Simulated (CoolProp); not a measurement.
Vapour pressure (MPa) of ethylbenzene: the reference equation beside estimates from Tc = 617.1 K, pc = 3.622 MPa, ω = 0.304.

Computed with CoolProp (reference Helmholtz-energy equation of state, Zhou 2012).

| T (K) | reference | Lee-Kesler | Soave-Redlich-Kwong |
|---|---|---|---|
| 427.8 | 0.1623 | 0.1625 | 0.1624 |
| 444.2 | 0.2375 | 0.2388 | 0.2386 |
| 460.6 | 0.3367 | 0.3397 | 0.3398 |
| 477 | 0.4648 | 0.4698 | 0.4708 |
| 493.5 | 0.6277 | 0.6351 | 0.6381 |
| 509.9 | 0.8287 | 0.8388 | 0.8451 |
| 526.3 | 1.074 | 1.087 | 1.098 |
| 542.7 | 1.371 | 1.387 | 1.404 |
| 559.1 | 1.726 | 1.744 | 1.768 |
| 575.5 | 2.148 | 2.168 | 2.197 |

Absolute difference from the reference over all 10 rows, mean and median: Lee-Kesler 0.9 and 1.1 %, Soave-Redlich-Kwong 1.6 and 1.8 %.
